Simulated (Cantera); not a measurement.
## Equilibrium for silicon epitaxy and polysilicon growth: Si₂Cl₆ + HCl + H₂

A closed system holds: 1 mol Si₂Cl₆, 1.8 mol HCl, 490 mol H₂, held at 1127 °C and 0.100 bar.

These are equilibrium values from Cantera (NASA tables, ideal gas, pure condensed phases), not measurements of a reactor. Candidate condensed phases: Si; 19 gas species. The feed counts by its element totals alone. The tables' values for SiCl₃ are old estimates; treat these amounts as uncertain. Rates play no part.

- x(H₂): 0.985
- x(HCl): 0.0144
- x(SiCl₂): 0.000624
- x(H): 1.53e-5
- x(SiCl₃): 1.43e-5
- x(SiHCl₃): 6.70e-6
- x(SiH₂Cl₂): 4.87e-6
- x(SiCl₄): 1.39e-6
- x(SiH₃Cl): 1.02e-6
- n(Si(s)): 1.68 mol
- gas amount: 494.8 mol
